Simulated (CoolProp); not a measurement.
Properties of ethanol at several states (Tc = 514.7 K, pc = 6.268 MPa, ω = 0.644).

Values from CoolProp's reference Helmholtz-energy equation of state, Schroeder 2014.

```
T (K)  p (MPa)   phase         Z  Joule-Thomson coefficient (K/MPa)  isothermal compressibility (1/MPa)  Prandtl number  fugacity coefficient
-----  -------  ------  --------  ---------------------------------  ----------------------------------  --------------  --------------------
249.2    0.257  liquid  0.006911                            -0.4241                           0.0008429            39.0             0.0009688
490.4    0.732     gas         ?                              12.79                               1.435           0.848                     ?
174       1.68  liquid         ?                            -0.4774                           0.0005364             419                     ?
297.4     9.51  liquid    0.2232                            -0.3619                            0.001032            16.7             0.0009881
```

Q: Fill in the missing entries.

A: 
- 490.4, Z: 0.9542
- 490.4, fugacity coefficient: 0.9562
- 174, Z: 0.05981
- 174, fugacity coefficient: 1.022e-8

Viscosity comes from a separate model (Kiselev 2005). Thermal conductivity comes from a separate model (Assael 2013).
